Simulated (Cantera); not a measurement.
Thermodynamics of silicon etching in halogen gases, feed Si + HBr + N2

Charge: 1 mol Si, 12 mol HBr, 0.62 mol N2, held at 0.150 bar.

Method: chemical equilibrium by Gibbs-energy minimisation in Cantera with the NASA 1993 tables (ideal gas, pure condensed phases). Candidate condensed phases: Br2, Si, Si3N4; 28 gas species. The tables' values for SiBr3 are old estimates; treat these amounts as uncertain. Kinetics and transport are ignored.

From 798 K to 1598 K nothing is condensed. The main Si-bearing gas is SiBr4 at 798 K and SiBr2 at 1598 K.

| T (K) | x HBr | x H2 | x SiBr4 | x N2 | x SiBr2 | x Br | x SiBr3 |
|---|---|---|---|---|---|---|---|
| 798 | 0.688 | 0.172 | 0.0860 | 0.0534 | 1.17e-10 | 1.63e-7 | 7.64e-8 |
| 898 | 0.689 | 0.172 | 0.0860 | 0.0534 | 1.31e-8 | 2.07e-6 | 1.38e-6 |
| 998 | 0.689 | 0.172 | 0.0860 | 0.0534 | 5.59e-7 | 1.59e-5 | 1.39e-5 |
| 1098 | 0.689 | 0.172 | 0.0858 | 0.0534 | 1.18e-5 | 8.46e-5 | 9.04e-5 |
| 1198 | 0.689 | 0.172 | 0.0851 | 0.0533 | 0.000146 | 0.000342 | 0.000425 |
| 1298 | 0.690 | 0.170 | 0.0826 | 0.0532 | 0.00118 | 0.00112 | 0.00152 |
| 1398 | 0.696 | 0.163 | 0.0742 | 0.0528 | 0.00615 | 0.00320 | 0.00408 |
| 1498 | 0.708 | 0.148 | 0.0560 | 0.0519 | 0.0194 | 0.00828 | 0.00756 |
| 1598 | 0.719 | 0.129 | 0.0332 | 0.0505 | 0.0382 | 0.0195 | 0.00958 |
x: gas mole fraction; nothing condenses.
